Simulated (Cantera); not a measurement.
A Cantera script and what it prints.

```python
import numpy as np
import cantera as ct

gas_names = [...]  # 109 gases of nasa_gas.yaml made of C, Cl, H, Si
cond_names = """
    C(gr) C6H6(L) C7H8(L) C8H18(L),n-octa Si(cr) Si(L) SiC(b)
""".split()


# ... load() reads the species with a 1 bar reference pressure and builds the phases ...
atoms = {
    'CH3SiCl3': {'C': 1, 'H': 3, 'Si': 1, 'CL': 3},
    'C3H8': {'C': 3, 'H': 8},
    'H2': {'H': 2},
}
top_T = {'C(gr)': 4500, 'SiC(b)': 3050}  # K; cautious upper limits of use, not melting points


# ... equilibrate(T, P, feed) seeds the gas with the atoms and calls Mixture.equilibrate('TP', solver="vcs", rtol=1e-11, max_steps=5000) ...
results = []
feed = {'CH3SiCl3': 1, 'C3H8': 0.26, 'H2': 4.1}  # mol
P = 1000  # Pa
for T in [1598, 1648, 1698, 1748, 1798, 1848, 1898, 1948, 1998, 2048, 2098, 2148, 2198]:
    mix = equilibrate(T, P, feed)
    results.append((T, P, feed, dict(zip(mix.species_names, mix.species_moles))))

top = {s: max(r[3][s] / sum(r[3][g] for g in gas_names) for r in results) for s in gas_names}
cols = sorted((s for s in top if top[s] > 0.0001), key=lambda s: -top[s])[:5]
seen = [c for c in cond_names if any(r[3].get(c, 0) > 1e-12 for r in results)]
print("log10 of partial pressures in bar; condensed amounts in mol")
print(f"{'T/K':>10s}" + "".join(f"{s[:9]:>10s}" for s in cols + seen))
for T, P, feed, n in results:
    ng = sum(n[g] for g in gas_names)
    print(f"{T:10.4g}" + "".join(f"{np.log10(max(n[s] / ng * P / 1e5, 1e-99)):10.3f}" for s in cols)
          + "".join(f"{n.get(c, 0):10.4g}" for c in seen))
```

Result:

```
log10 of partial pressures in bar; condensed amounts in mol
       T/K        H2       HCL         H     SiCL2        CL     C(gr)    SiC(b)
      1598    -2.194    -2.453    -5.371    -4.155    -5.731    0.8408    0.9389
      1648    -2.194    -2.456    -5.147    -4.076    -5.515    0.8514    0.9281
      1698    -2.193    -2.460    -4.936    -4.004    -5.312     0.863    0.9162
      1748    -2.192    -2.464    -4.737    -3.938    -5.122    0.8756    0.9032
      1798    -2.192    -2.469    -4.549    -3.878    -4.943     0.889    0.8892
      1848    -2.191    -2.475    -4.371    -3.823    -4.774    0.9029    0.8744
      1898    -2.191    -2.482    -4.203    -3.772    -4.615    0.9173    0.8587
      1948    -2.191    -2.489    -4.043    -3.727    -4.465     0.932    0.8422
      1998    -2.192    -2.497    -3.891    -3.686    -4.324    0.9472    0.8246
      2048    -2.194    -2.506    -3.747    -3.649    -4.190    0.9632    0.8052
      2098    -2.197    -2.517    -3.610    -3.618    -4.064    0.9807    0.7827
      2148    -2.201    -2.530    -3.480    -3.591    -3.945     1.002    0.7546
      2198    -2.207    -2.545    -3.358    -3.569    -3.834     1.029    0.7161
```

Cantera equilibrium calculation (NASA polynomials, part measured and part estimated; ideal gas, pure solids and liquids). The feed counts by its element totals alone. The tables' values for SiCl, SiCl3 are old estimates; treat these amounts as uncertain. Gases not in the tables: Si2H6 and higher silanes.
